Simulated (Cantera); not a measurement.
Feed: 1 mol SiH4, 7.7 mol NH3, at 13.3 mbar.

Cantera equilibrium calculation (NASA polynomials, part measured and part estimated; ideal gas, pure solids and liquids). Candidate condensed phases: Si, Si3N4; 18 gas species. Gases not in the tables: Si2H6 and higher silanes. Rates play no part.

**Question.** Which condensed phases are stable at each of these points (T (°C)): 600, 700, 800, 900, 1000, 1100, 1200, 1300, 1400, 1500, 1600, 1700, 1800?

**Answer.** 
```json
[
 {"T (°C)": "600", "condensed phases": "Si3N4(s)", "Si condensed (%)": "100.0"},
 {"T (°C)": "700", "condensed phases": "Si3N4(s)", "Si condensed (%)": "100.0"},
 {"T (°C)": "800", "condensed phases": "Si3N4(s)", "Si condensed (%)": "100.0"},
 {"T (°C)": "900", "condensed phases": "Si3N4(s)", "Si condensed (%)": "100.0"},
 {"T (°C)": "1000", "condensed phases": "Si3N4(s)", "Si condensed (%)": "100.0"},
 {"T (°C)": "1100", "condensed phases": "Si3N4(s)", "Si condensed (%)": "100.0"},
 {"T (°C)": "1200", "condensed phases": "Si3N4(s)", "Si condensed (%)": "100.0"},
 {"T (°C)": "1300", "condensed phases": "Si3N4(s)", "Si condensed (%)": "100.0"},
 {"T (°C)": "1400", "condensed phases": "Si3N4(s)", "Si condensed (%)": "100.0"},
 {"T (°C)": "1500", "condensed phases": "Si(l)", "Si condensed (%)": "99.6"},
 {"T (°C)": "1600", "condensed phases": "Si(l)", "Si condensed (%)": "98.6"},
 {"T (°C)": "1700", "condensed phases": "Si(l)", "Si condensed (%)": "95.1"},
 {"T (°C)": "1800", "condensed phases": "Si(l)", "Si condensed (%)": "84.8"}
]
```

From 600 °C to 1400 °C the condensed part is Si3N4(s). From 1500 °C to 1800 °C the condensed part is Si(l).
